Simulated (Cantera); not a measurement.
Cantera run, input and output.

```python
import numpy as np
import cantera as ct

gas = ct.Solution("gri30.yaml")
gas.TPX = 1400, 94000, {'CH4': 1, 'H2': 0.6, 'O2': 3.33, 'N2': 12.5}
reactor = ct.IdealGasReactor(gas, energy="on", clone=False)
net = ct.ReactorNet([reactor])
net.rtol, net.atol = 1e-08, 1e-16
show = ['CH4', 'H2', 'O2', 'H', 'NO', 'C2H2', 'CH2']
times = np.geomspace(3e-06, 0.7, 15)

steps = ct.SolutionArray(gas, extra=["t"])
rows = []
print(f"{'t/s':>10s}{'T/K':>9s}{'P/Pa':>11s}" + "".join(f"{s:>11s}" for s in show))
for t in times:
    while net.time < t:
        t_next = net.step()
        steps.append(gas.state, t=t_next)
    rows.append([np.interp(t, steps.t, y) for y in (steps.T, steps.P, *steps(*show).X.T)])
    print(f"{t:10.3e}{rows[-1][0]:9.1f}{rows[-1][1]:11.4g}" + "".join(f"{x:11.3e}" for x in rows[-1][2:]))
rate = np.gradient(steps.T, steps.t)
print("integrator steps:", len(steps.t))
if steps.T.max() > steps.T[0] + 200:
    print(f"time of steepest temperature rise: {steps.t[rate.argmax()]:.4e} s")
gas.TPX = 1400, 94000, {'CH4': 1, 'H2': 0.6, 'O2': 3.33, 'N2': 12.5}
gas.equilibrate("UV")
print(f"equilibrium (UV): T = {gas.T:.1f} K  " + "  ".join(f"{s} {gas[s].X[0]:.3e}" for s in show))
```

It prints:

```
       t/s      T/K       P/Pa        CH4         H2         O2          H         NO       C2H2        CH2
 3.000e-06   1400.0    9.4e+04  5.737e-02  3.442e-02  1.910e-01  1.359e-08  1.502e-17  3.906e-21  3.835e-15
 7.254e-06   1400.0    9.4e+04  5.737e-02  3.442e-02  1.910e-01  2.131e-08  8.054e-17  4.558e-19  2.367e-14
 1.754e-05   1400.0    9.4e+04  5.737e-02  3.442e-02  1.910e-01  4.167e-08  3.787e-16  4.434e-17  1.704e-13
 4.240e-05   1400.0    9.4e+04  5.737e-02  3.442e-02  1.910e-01  1.445e-07  2.462e-15  5.098e-15  2.869e-12
 1.025e-04   1400.1  9.401e+04  5.731e-02  3.439e-02  1.910e-01  1.726e-06  5.413e-14  4.968e-12  4.372e-10
 2.479e-04   1435.4  9.636e+04  5.234e-02  3.349e-02  1.874e-01  5.975e-05  7.234e-11  9.846e-07  2.824e-07
 5.994e-04   2748.6  1.857e+05  1.403e-16  6.916e-03  6.028e-02  4.200e-03  2.686e-03  8.074e-20  1.810e-15
 1.449e-03   2739.7   1.85e+05  1.397e-16  6.877e-03  5.722e-02  4.053e-03  9.460e-03  7.665e-20  1.684e-15
 3.504e-03   2732.2  1.844e+05  1.391e-16  6.848e-03  5.471e-02  3.936e-03  1.500e-02  7.327e-20  1.581e-15
 8.472e-03   2730.8  1.843e+05  1.390e-16  6.843e-03  5.423e-02  3.914e-03  1.606e-02  7.263e-20  1.561e-15
 2.048e-02   2730.8  1.843e+05  1.390e-16  6.843e-03  5.423e-02  3.913e-03  1.607e-02  7.262e-20  1.561e-15
 4.952e-02   2730.8  1.843e+05  1.390e-16  6.843e-03  5.423e-02  3.913e-03  1.607e-02  7.262e-20  1.561e-15
 1.197e-01   2730.8  1.843e+05  1.390e-16  6.843e-03  5.423e-02  3.913e-03  1.607e-02  7.262e-20  1.561e-15
 2.895e-01   2730.8  1.843e+05  1.390e-16  6.843e-03  5.423e-02  3.913e-03  1.607e-02  7.262e-20  1.561e-15
 7.000e-01   2730.8  1.843e+05  1.390e-16  6.843e-03  5.423e-02  3.913e-03  1.607e-02  7.262e-20  1.561e-15
integrator steps: 1690
time of steepest temperature rise: 3.2817e-04 s
equilibrium (UV): T = 2730.8 K  CH4 1.924e-16  H2 6.843e-03  O2 5.423e-02  H 3.913e-03  NO 1.607e-02  C2H2 7.854e-20  CH2 1.837e-15
```

Model: GRI-Mech 3.0 (53 species, 325 reactions), integrated in Cantera.
